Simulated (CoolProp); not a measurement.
A single-stage vapour-compression cycle with CH2F2 (R32): evaporating at 223.15 K (dew point), condensing at 288.15 K (bubble point), superheat 10 K, subcooling 8 K, compressor efficiency 0.8, no pressure losses. Each further row changes one setting.

Values from CoolProp's reference Helmholtz-energy equation of state, Tillner-Roth 1997.

```
case                              cooling COP  pressure ratio  discharge temperature (K)  refrigerating effect (kJ/kg)  volumetric capacity (kJ/m³)
--------------------------------  -----------  --------------  -------------------------  ----------------------------  ---------------------------
as stated                                2.09            11.6                      404.8                           294                          900
evaporating temperature 228.15 K         2.37            9.11                      392.7                           296                         1140
condensing temperature 283.15 K          2.32            10.0                      393.5                           302                          927
subcooling 13 K                          2.15            11.6                      404.8                           302                          927
superheat 20 K                           2.05            11.6                      418.5                           302                          882
compressor efficiency 0.7                1.82            11.6                      423.4                           294                          900
```
